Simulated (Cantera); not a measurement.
# Low-pressure radical oxidation in H2/O2

An isothermal, constant-pressure homogeneous reactor starts with H₂ : O₂ = 0.026 : 1 (molar parts), equivalence ratio 0.013, at 1198 K and 1.20 Torr.

Detailed kinetics in Cantera: the H2/O2 subset of GRI-Mech 3.0, which has no nitrogen chemistry. Radical loss at walls, strong at low pressure, is not modelled.

```csv
t (s),x H₂,x O₂,x OH,x HO₂,x H₂O,x O
0.000700,0.0253,0.975,9.65e-10,1.83e-9,2.39e-10,1.07e-9
0.00165,0.0253,0.975,3.55e-9,4.31e-9,2.14e-9,4.42e-9
0.00387,0.0253,0.975,1.70e-8,1.01e-8,2.08e-8,2.38e-8
0.00910,0.0253,0.975,2.63e-7,2.40e-8,4.67e-7,3.88e-7
0.0214,0.0250,0.974,0.000116,1.05e-7,0.000218,0.000173
0.0503,0.000462,0.953,0.00228,2.76e-7,0.0223,0.0191
0.118,0.000244,0.953,0.00187,2.47e-7,0.0229,0.0199
0.278,0.000237,0.953,0.00185,2.45e-7,0.0230,0.0192
0.654,0.000221,0.955,0.00179,2.39e-7,0.0232,0.0178
1.54,0.000189,0.958,0.00165,2.26e-7,0.0236,0.0150
3.62,0.000134,0.963,0.00140,1.99e-7,0.0242,0.0104
8.51,6.86e-5,0.968,0.00100,1.50e-7,0.0248,0.00525
20.0,2.36e-5,0.972,0.000589,8.76e-8,0.0253,0.00178
```
x: mole fraction; the columns are a selection and need not sum to one.

Equilibrium at this temperature and pressure: H₂ 7.97e-9, O₂ 0.974, OH 1.09e-5, HO₂ 4.20e-9, H₂O 0.0257, O 5.97e-7 (gas phase only).
